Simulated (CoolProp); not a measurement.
Vapour-liquid equilibrium of R134a (1) + R245fa (2) at 268 kPa; x and y are mole fractions of (1).

Values from CoolProp's multi-fluid Helmholtz-energy mixture model, Tillner-Roth 1994 and Akasaka 2015; pair parameters Akasaka 2014.

### Question
Give the bubble temperature and the first vapour's composition at x = 0.05, 0.2, 0.35. Is there an azeotrope?

### Answer
x = 0.05: 311.1 K, y = 0.160; x = 0.2: 300.7 K, y = 0.492; x = 0.35: 292.5 K, y = 0.688. No azeotrope shows between x = 0.05 and 0.95.

Pair parameters are fitted to limited data, so mixtures are less certain than the pure fluids.
